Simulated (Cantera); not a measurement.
A closed system holds: 1 mol Si, 0.28 mol N₂O, 210 mol H₂, at 775 °C and 2.50 mbar.

Equilibrium computed with Cantera from the NASA thermochemical tables; the gas is ideal and each condensed phase is pure. Candidate condensed phases: H₂O, Si, SiO₂, Si₂N₂O, Si₃N₄; 35 gas species. Mutual solubility and eutectic melting of coexisting phases are not modelled. Kinetics and transport are ignored.

Base state: H₂ 1.00 (mole fractions); condensed: Si(s) + Si₂N₂O(s).

Q: What changes in the equilibrium state with this change: temperature from 775 °C to 1927 °C?

A: 
```tsv
species	before	after
H₂	1.00	0.888
H	1.55e-7	0.106
Si	<1e-9	0.00315
N₂	1.50e-9	0.00125
SiO	1.52e-9	0.00125
Si(s), mol	0.440	0
Si₂N₂O(s), mol	0.280	0
```
